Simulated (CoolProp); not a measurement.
Properties of ethylene along the isotherm 152 K (Tc = 282.4 K, pc = 5.042 MPa, ω = 0.087).

The numbers come from the reference Helmholtz-energy equation of state, Smukala 2000 in CoolProp.

```
p (MPa)   phase         Z  cv (kJ/(kg K))  speed of sound (m/s)  isothermal compressibility (1/MPa)
-------  ------  --------  --------------  --------------------  ----------------------------------
0.159    liquid  0.005962           1.421                     …                            0.001386
0.363    liquid   0.01361           1.421                  1437                            0.001382
0.826    liquid   0.03094           1.421                     …                            0.001373
1.88     liquid   0.07033           1.422                  1448                            0.001354
4.28     liquid         …           1.425                  1465                            0.001312
9.73     liquid    0.3603               …                  1500                            0.001227
22.2     liquid    0.8105           1.448                     …                            0.001074
50.4     liquid     1.791           1.485                  1705                           0.0008492
```

Q: What belongs in the gaps?

A: 
- 0.159, speed of sound (m/s): 1436
- 0.826, speed of sound (m/s): 1441
- 4.28, Z: 0.1596
- 9.73, cv (kJ/(kg K)): 1.432
- 22.2, speed of sound (m/s): 1572
